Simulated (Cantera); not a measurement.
## Equilibrium for silicon oxide and oxynitride deposition: HMDSO + H2O

Charge: 1 mol HMDSO, 0.36 mol H2O, held at 1950 K.

These are equilibrium values from Cantera (NASA tables, ideal gas, pure condensed phases), not measurements of a reactor. Candidate condensed phases: C, C6H6, C7H8, C8H18, H2O, Si, SiC, SiO2; 123 gas species. The feed counts by its element totals alone. Kinetics and transport are ignored.

```
P (Pa)   x H2      x H   x CO      x Si     x SiO    x SiC2  n C(graphite)  n SiC(s)
------  -----  -------  -----  --------  --------  --------  -------------  --------
5       0.724    0.138  0.114    0.0216  0.000945  0.000704           2.91      1.71
26      0.809   0.0639  0.121   0.00415   0.00100  0.000135           2.70      1.94
140     0.846   0.0282  0.124  0.000771   0.00102   2.51e-5           2.66      1.98
710     0.861   0.0126  0.125  0.000152   0.00103   4.96e-6           2.65      1.99
3700    0.867  0.00555  0.125   2.92e-5   0.00104   9.51e-7           2.65      1.99
19000   0.870  0.00245  0.126   5.68e-6   0.00104   1.85e-7           2.65      1.99
100000  0.871  0.00107  0.126   1.08e-6   0.00104   3.52e-8           2.65      1.99
```
x: gas mole fraction; n: condensed amount in mol.

From 0.0375 Torr to 750 Torr the condensed part is C(graphite) + SiC(s). The main Si-bearing gas is Si at 0.0375 Torr and SiO at 750 Torr.
